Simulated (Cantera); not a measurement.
## Transport properties of process gases

Gas mixture: 100 % N2O, at 120 Torr, frozen composition.

Cantera's kinetic-theory transport with the Lennard-Jones parameters of GRI-Mech 3.0, ideal gas; thermal conductivity in the multicomponent form. The composition is frozen, though it would react at the higher temperatures.

```tsv
T (K)	ρ (kg/m³)	cp (J/kg/K)	μ (µPa s)	λ (mW/m/K)	Pr	D (cm²/s) O	D (cm²/s) CO2	D (cm²/s) H2O
400	0.212	970.3	19.5	25.3	0.746	2.66	1.22	1.85
550	0.154	1073	25.5	36.7	0.745	4.64	2.19	3.43
700	0.121	1150	30.8	47.7	0.743	7.02	3.38	5.40
850	0.0996	1210	35.6	58.1	0.741	9.76	4.75	7.71
1000	0.0847	1255	40.0	67.9	0.740	12.8	6.30	10.3
1150	0.0736	1285	44.1	76.8	0.738	16.2	8.00	13.2
1300	0.0652	1311	48.0	85.5	0.737	19.9	9.86	16.4
1450	0.0584	1334	51.7	93.8	0.736	23.9	11.9	19.8
1600	0.0529	1353	55.2	102	0.735	28.1	14.0	23.5
```
D: mixture-averaged diffusion coefficient of that species in the mixture.
